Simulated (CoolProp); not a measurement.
Sulfur hexafluoride at 298.15 K and 1.66 MPa is throttled through a valve to 0.289 MPa with no heat exchange. Each further row changes one setting.

Computed with CoolProp (reference Helmholtz-energy equation of state, Guder 2009).

```csv
case,temperature change (K),final density (kg/m³)
as stated,(withheld),(withheld)
outlet pressure 0.0867 MPa,(withheld),(withheld)
outlet pressure 0.376 MPa,(withheld),24.7
```

Task: Complete the blanks.

Result: 
- as stated, temperature change (K): -16.6
- as stated, final density (kg/m³): 18.8
- outlet pressure 0.0867 MPa, temperature change (K): -18.9
- outlet pressure 0.0867 MPa, final density (kg/m³): 5.52
- outlet pressure 0.376 MPa, temperature change (K): -15.6
